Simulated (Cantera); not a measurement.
Premixed flame

A freely propagating, adiabatic, planar premixed flame of 43.1 % H₂, 12.0 % O₂, 44.9 % N₂, equivalence ratio 1.8, unburnt at 350 K and 100.0 Torr; mixture-averaged transport, grid criteria slope 0.08 and curve 0.16, no radiation.

Computed with Cantera and the H2/O2 subset of GRI-Mech 3.0, which has no nitrogen chemistry. Burning velocities carry a grid error of a few per cent, more on coarse grids.

```
z (mm)  T (K)  u (m/s)   x H₂      x O₂    x H₂O       x O    x HO₂   x H₂O₂
------  -----  -------  -----  --------  -------  --------  -------  -------
-15.7     350     3.05  0.431     0.120    <1e-8     <1e-8    <1e-8    <1e-8
-10.5     350     3.05  0.431     0.120    <1e-8     <1e-8    <1e-8    <1e-8
-7.86     350     3.05  0.431     0.120    <1e-8     <1e-8    <1e-8    <1e-8
-5.24     350     3.05  0.431     0.120    <1e-8     <1e-8    <1e-8    <1e-8
-2.62     356     3.09  0.430     0.120  9.90e-5   1.13e-6  5.70e-5  2.41e-6
-1.31     591     5.04  0.399     0.115   0.0175  0.000125  5.06e-5  1.82e-5
0        1029     8.50  0.273    0.0730    0.110   0.00356  1.40e-5  2.58e-7
1.31     1293     10.6  0.166    0.0114    0.227   0.00382  2.06e-6  2.15e-7
2.62     1390     11.3  0.155   0.00247    0.246   0.00245  4.14e-7  1.76e-7
5.24     1494     12.1  0.162   0.00158    0.249   0.00221  2.36e-7  1.60e-7
10.5     1612     12.9  0.172   0.00128    0.251   0.00191  1.72e-7  1.17e-7
21.0     1736     13.8  0.182  0.000910    0.255   0.00145  1.16e-7  6.89e-8
41.9     1854     14.6  0.191  0.000565    0.259  0.000945  7.30e-8  3.60e-8
```
x: mole fraction of selected species; z is measured from the peak of heat release.

```yaml
laminar_burning_velocity: 305 cm/s
thermal_thickness: 5.24 mm
peak x(O): 0.00497
peak x(HO₂): 0.000116
peak x(H₂O₂): 2.72e-5
grid_points: 144
```
